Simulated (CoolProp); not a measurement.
A simple Rankine cycle with isobutene: condensing at 309.15 K, boiler at 3.32 MPa, turbine inlet 549 K, turbine efficiency 0.85, pump efficiency 0.6, no recuperator. Each further row changes one setting.

Values from CoolProp's reference Helmholtz-energy equation of state, Lemmon 2005. It is a short technical equation, of lower accuracy than the large ones.

```
case                             thermal efficiency (%)  net work (kJ/kg)  heat in (kJ/kg)  turbine exit temperature (K)  volume ratio over the turbine
-------------------------------  ----------------------  ----------------  ---------------  ----------------------------  -----------------------------
as stated                                          14.2                 ?              818                         483.9                           7.70
condensing temperature 301.15 K                       ?               130                ?                         477.5                           9.61
boiler pressure 2.32 MPa                           12.1               101              832                         496.7                           5.32
turbine efficiency 0.75                            12.4               102              818                         490.2                              ?
```

Question: What belongs in the gaps?

Answer: 
- as stated, net work (kJ/kg): 116
- condensing temperature 301.15 K, thermal efficiency (%): 15.5
- condensing temperature 301.15 K, heat in (kJ/kg): 837
- turbine efficiency 0.75, volume ratio over the turbine: 7.81
